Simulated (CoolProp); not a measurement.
n-hexane at 188 K and 0.511 MPa flows at 0.47 m/s in a round tube of 2 mm bore and 0.25 µm roughness, fully developed (64/Re and Nu = 3.66 if laminar; Colebrook and Gnielinski if turbulent). Each further row changes one setting.

Values from CoolProp's reference Helmholtz-energy equation of state, Thol 2019.

| case | Reynolds number | Darcy friction factor | pressure drop (Pa/m) | heat-transfer coefficient (W/(m² K)) | mass flow (kg/h) |
|---|---|---|---|---|---|
| as stated | [?] | [?] | 5880 | 296 | [?] |
| velocity 0.94 m/s | 902 | 0.0709 | [?] | 296 | [?] |
| diameter 4 mm | 902 | 0.0709 | [?] | [?] | [?] |

Question: Fill in the missing entries.

Answer: 
- as stated, Reynolds number: 451
- as stated, Darcy friction factor: 0.142
- as stated, mass flow (kg/h): 3.99
- velocity 0.94 m/s, pressure drop (Pa/m): 11800
- velocity 0.94 m/s, mass flow (kg/h): 7.97
- diameter 4 mm, pressure drop (Pa/m): 1470
- diameter 4 mm, heat-transfer coefficient (W/(m² K)): 148
- diameter 4 mm, mass flow (kg/h): 15.9

Viscosity comes from a separate model (Michailidou 2013). Thermal conductivity comes from a separate model (Assael 2013).
